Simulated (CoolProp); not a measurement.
Vapour-liquid equilibrium of benzene (1) + n-nonane (2) at 110.55 °C; x and y are mole fractions of (1).

Model: multi-fluid Helmholtz-energy mixture model, Thol 2012 and Lemmon 2006; pair parameters Bell 2016, in CoolProp.

| x | bubble pressure (kPa) | y at the bubble point | dew pressure at overall composition x (kPa) | liquid density (mol/L) |
|---|---|---|---|---|
| 0.05 | 47.03 | 0.377 | 31.95 | 5.156 |
| 0.15 | 76.01 | 0.645 | 35.44 | 5.438 |
| 0.25 | 100.4 | 0.754 | 39.77 | 5.750 |
| 0.35 | 121.5 | 0.816 | 45.29 | 6.099 |
| 0.45 | 140.3 | 0.858 | 52.54 | 6.491 |
| 0.55 | 157.7 | 0.890 | 62.48 | 6.936 |
| 0.65 | 174.7 | 0.917 | 76.87 | 7.443 |
| 0.75 | 191.7 | 0.942 | 99.20 | 8.028 |
| 0.85 | 209.3 | 0.965 | 136.5 | 8.709 |
| 0.95 | 227.9 | 0.988 | 197.8 | 9.509 |

No azeotrope shows between x = 0.05 and 0.95.

Pair parameters are fitted to limited data, so mixtures are less certain than the pure fluids.
